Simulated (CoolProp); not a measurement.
Computed with CoolProp (reference Helmholtz-energy equation of state, Lemmon 2006). It is a short technical equation, of lower accuracy than the large ones.

**Question.** For isopentane, give the phase and the cv (kJ/(kg K)), speed of sound (m/s), Joule-Thomson coefficient (K/MPa), isothermal compressibility (1/MPa) at 214.65 °C and 75.1 bar; 214.65 °C and 84.5 bar.

**Answer.** 
- 214.65 °C and 75.1 bar: supercritical; cv 2.51, speed of sound 275, Joule-Thomson coefficient 1.66, isothermal compressibility 0.0520
- 214.65 °C and 84.5 bar: supercritical; cv 2.50, speed of sound 309, Joule-Thomson coefficient 1.22, isothermal compressibility 0.0379
